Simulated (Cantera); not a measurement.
A closed system holds: 1 mol Nb, 3.5 mol O2, at 0.150 bar.

Method: chemical equilibrium by Gibbs-energy minimisation in Cantera with the NASA 1993 tables (ideal gas, pure condensed phases). Candidate condensed phases: Nb, NbO, NbO2, Nb2O5; 6 gas species. Condensed phases not in the tables: the oxides between NbO2 and Nb2O5. The numbers say what is thermodynamically allowed, not how fast it happens. All values below are at 2425 K.

Base state: O2 0.974, O 0.0252, NbO2 0.000289 (mole fractions); condensed: Nb2O5(l).

### Question
What changes in the equilibrium state with this change: Nb replaced by Cr?

### Answer
```json
[
 {"species": "O2", "before": "0.974", "after": "0.958"},
 {"species": "O", "before": "0.0252", "after": "0.0250"},
 {"species": "CrO2", "before": "0", "after": "0.0151"},
 {"species": "CrO3", "before": "0", "after": "0.00150"},
 {"species": "NbO2", "before": "0.000289", "after": "0"},
 {"species": "CrO", "before": "0", "after": "0.000507"},
 {"species": "Nb2O5(l), mol", "before": "0.500", "after": "0"},
 {"species": "Cr2O3(s), mol", "before": "0", "after": "0.476"}
]
```
Further candidate phases: Cr, Cr2O3.
